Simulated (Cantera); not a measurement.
A Cantera script and its output.

```python
import numpy as np
import cantera as ct

gas = ct.Solution("h2o2.yaml")
gas.TPX = 1375, 100000, {'H2': 1, 'O2': 0.208, 'N2': 0.783, 'H2O': 0.11}
reactor = ct.IdealGasConstPressureReactor(gas, energy="on", clone=False)
net = ct.ReactorNet([reactor])
net.rtol, net.atol = 1e-08, 1e-16
show = ['H2', 'O2', 'H2O', 'OH', 'O']
times = np.geomspace(5e-06, 3, 15)

steps = ct.SolutionArray(gas, extra=["t"])
rows = []
print(f"{'t/s':>10s}{'T/K':>9s}{'P/Pa':>11s}" + "".join(f"{s:>11s}" for s in show))
for t in times:
    while net.time < t:
        t_next = net.step()
        steps.append(gas.state, t=t_next)
    rows.append([np.interp(t, steps.t, y) for y in (steps.T, steps.P, *steps(*show).X.T)])
    print(f"{t:10.3e}{rows[-1][0]:9.1f}{rows[-1][1]:11.4g}" + "".join(f"{x:11.3e}" for x in rows[-1][2:]))
rate = np.gradient(steps.T, steps.t)
print("integrator steps:", len(steps.t))
if steps.T.max() > steps.T[0] + 200:
    print(f"time of steepest temperature rise: {steps.t[rate.argmax()]:.4e} s")
gas.TPX = 1375, 100000, {'H2': 1, 'O2': 0.208, 'N2': 0.783, 'H2O': 0.11}
gas.equilibrate("HP")
print(f"equilibrium (HP): T = {gas.T:.1f} K  " + "  ".join(f"{s} {gas[s].X[0]:.3e}" for s in show))
```

It prints:

```
       t/s      T/K       P/Pa         H2         O2        H2O         OH          O
 5.000e-06   1375.0      1e+05  4.760e-01  9.900e-02  5.236e-02  6.662e-08  9.016e-08
 1.293e-05   1375.2      1e+05  4.758e-01  9.891e-02  5.250e-02  6.086e-06  8.125e-06
 3.345e-05   1868.4      1e+05  2.366e-01  1.696e-03  2.410e-01  9.614e-03  3.808e-03
 8.653e-05   2288.4      1e+05  2.718e-01  6.099e-04  2.547e-01  9.534e-03  1.543e-03
 2.238e-04   2502.0      1e+05  2.887e-01  1.988e-04  2.644e-01  6.607e-03  5.235e-04
 5.789e-04   2590.2      1e+05  2.956e-01  8.647e-05  2.689e-01  4.698e-03  2.327e-04
 1.497e-03   2600.8      1e+05  2.965e-01  7.575e-05  2.694e-01  4.439e-03  2.046e-04
 3.873e-03   2600.8      1e+05  2.965e-01  7.570e-05  2.694e-01  4.438e-03  2.045e-04
 1.002e-02   2600.8      1e+05  2.965e-01  7.570e-05  2.694e-01  4.438e-03  2.045e-04
 2.591e-02   2600.8      1e+05  2.965e-01  7.570e-05  2.694e-01  4.438e-03  2.045e-04
 6.702e-02   2600.8      1e+05  2.965e-01  7.570e-05  2.694e-01  4.438e-03  2.045e-04
 1.734e-01   2600.8      1e+05  2.965e-01  7.570e-05  2.694e-01  4.438e-03  2.045e-04
 4.484e-01   2600.8      1e+05  2.965e-01  7.570e-05  2.694e-01  4.438e-03  2.045e-04
 1.160e+00   2600.8      1e+05  2.965e-01  7.570e-05  2.694e-01  4.438e-03  2.045e-04
 3.000e+00   2600.8      1e+05  2.965e-01  7.570e-05  2.694e-01  4.438e-03  2.045e-04
integrator steps: 1248
time of steepest temperature rise: 2.5300e-05 s
equilibrium (HP): T = 2600.8 K  H2 2.965e-01  O2 7.570e-05  H2O 2.694e-01  OH 4.438e-03  O 2.045e-04
```

Detailed kinetics in Cantera: the H2/O2 subset of GRI-Mech 3.0, which has no nitrogen chemistry.
